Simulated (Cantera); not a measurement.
# Hydrocarbon pyrolysis for carbon deposition

An isothermal, constant-pressure homogeneous reactor starts with CH4 : N2 = 1 : 3.7 (molar parts), at 1973 K and 0.200 bar.

Computed with Cantera and GRI-Mech 3.0 (53 species, 325 reactions). GRI-Mech 3.0 stops at C3 and has no aromatics, soot or wall deposition, so with more carbon than oxygen in the feed, carbon stays in small species such as C2H2 where larger ones or solid carbon would form.

```
t (s)        x CH4     x HCN    x C2H6   x C2H2    x CH2    x C2H4       x H
--------  --------  --------  --------  -------  -------  --------  --------
4.00e-5      0.211  8.43e-11   4.45e-6  5.27e-7  6.62e-7   3.14e-5   1.06e-5
0.000124     0.205   2.49e-9   6.13e-5  6.42e-5  4.79e-6  0.000929   3.31e-5
0.000386     0.160   1.90e-7  0.000286  0.00672  1.91e-5    0.0116  0.000243
0.00120     0.0652   2.70e-6   7.79e-5   0.0554  1.45e-5   0.00350  0.000697
0.00372     0.0201   9.15e-6   9.40e-6   0.0783  7.60e-6  0.000342   0.00103
0.0116     0.00482   2.05e-5   7.17e-7   0.0854  3.08e-6   5.65e-5   0.00134
0.0359     0.00114   3.54e-5   4.70e-8   0.0871  9.43e-7   3.69e-5   0.00151
0.111     0.000329   5.16e-5   4.32e-9   0.0874  2.89e-7   3.58e-5   0.00155
0.346     0.000151   7.11e-5   1.16e-9   0.0875  1.34e-7   3.58e-5   0.00156
1.07      0.000136  0.000114   1.00e-9   0.0875  1.21e-7   3.58e-5   0.00156
3.34      0.000136  0.000247   1.00e-9   0.0874  1.21e-7   3.57e-5   0.00156
10.4      0.000136  0.000644   1.00e-9   0.0872  1.21e-7   3.57e-5   0.00156
32.2      0.000137   0.00177   1.00e-9   0.0867  1.21e-7   3.54e-5   0.00156
100       0.000137   0.00460  9.96e-10   0.0852  1.21e-7   3.49e-5   0.00156
```
x: mole fraction; the columns are a selection and need not sum to one.

Equilibrium at this temperature and pressure: CH4 9.27e-5, HCN 0.101, C2H6 4.51e-10, C2H2 0.0371, CH2 8.23e-8, C2H4 1.52e-5, H 0.00156 (gas phase only).
